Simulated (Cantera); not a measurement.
Feed: 1 mol SiC, 0.0019 mol O₂, 3.2 mol H₂, held at 1848.15 K and 1000 Pa.

Cantera equilibrium calculation (NASA polynomials, part measured and part estimated; ideal gas, pure solids and liquids). Gases not in the tables: Si₂H₆ and higher silanes. The numbers say what is thermodynamically allowed, not how fast it happens.

| species | before | after |
|---|---|---|
| H₂ | 0.993 | 0.765 |
| CO | 0.000704 | 0.115 |
| SiO | 0.000479 | 0.115 |
| Si | 0.000194 | 0.000235 |
| H | 0.00529 | 0.00464 |
| SiH₂ | 1.28e-5 | 1.19e-5 |
| SiH | 1.93e-5 | 2.05e-5 |
| SiC(s), mol | 0.998 | 0.519 |
Gas species are given as mole fractions.

Question: What was changed between the two runs?
(A) temperature from 1848.15 K to 1500 K
(B) temperature from 1848.15 K to 1200 K
(C) pressure from 1000 Pa to 13.0 Pa
(D) O₂ from 0.0019 to 0.48 mol

Answer: D, O₂ from 0.0019 to 0.48 mol
